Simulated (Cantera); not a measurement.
A freely propagating, adiabatic, planar premixed flame of 17.4 % CH₃OH, 17.4 % O₂, 65.3 % N₂, unburnt at 598 K and 2930 Torr; mixture-averaged transport, grid criteria slope 0.08 and curve 0.16, no radiation.

Computed with Cantera and GRI-Mech 3.0 (53 species, 325 reactions). GRI-Mech 3.0 was tuned for natural gas; its chemistry of methanol as a main component is partial and can be far from experiment. Burning velocities carry a grid error of a few per cent, more on coarse grids.

Question: Predict: laminar burning velocity; thermal thickness; peak x(OH); peak x(O); peak x(CH₂O).

Answer: 
| Quantity | Value |
|---|---|
| laminar burning velocity | 111 cm/s |
| thermal thickness | 0.0732 mm |
| peak x(OH) | 0.00452 |
| peak x(O) | 0.000916 |
| peak x(CH₂O) | 0.0142 |
